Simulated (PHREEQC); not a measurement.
Consider water at 25 °C with 0.038 mol NaH2PO4 and 0.013 mol Na2HPO4 per kg of water. Closed to the air; pH follows from the charge balance.

Equilibrium calculation in PHREEQC: ion-association model, phreeqc.dat.

Each row changes one thing in this solution. This is a speciation only: nothing precipitates in the calculation.

```
case                            pH  ionic strength (mol/kgw)  H2PO4- (mol/kgw)  HPO4-2 (mol/kgw)  NaHPO4- (mol/kgw)  PO4-3 (mol/kgw)
----------------------------  ----  ------------------------  ----------------  ----------------  -----------------  ---------------
as made                       6.43                    0.0757            0.0380            0.0124           0.000625          5.19e-8
diluted 100-fold with water   6.70                  0.000770          0.000380          0.000130            1.43e-7         3.45e-10
temperature from 25 to 65 °C  6.32                       ___            0.0380            0.0124                ___              ___
temperature from 25 to 90 °C  6.26                    0.0759            0.0380            0.0124           0.000556          1.23e-7
NaH2PO4 left out              9.32                    0.0384           5.68e-5            0.0126           0.000313          3.10e-5
```

Task: Fill in the missing entries.

Result: 
- temperature from 25 to 65 °C, ionic strength (mol/kgw): 0.0758
- temperature from 25 to 65 °C, NaHPO4- (mol/kgw): 0.000586
- temperature from 25 to 65 °C, PO4-3 (mol/kgw): 9.08e-8

Complexes and solids missing from the database can't appear. Away from 25 °C the constants follow the database's enthalpies or fits; those with neither stay at their 25 °C values.
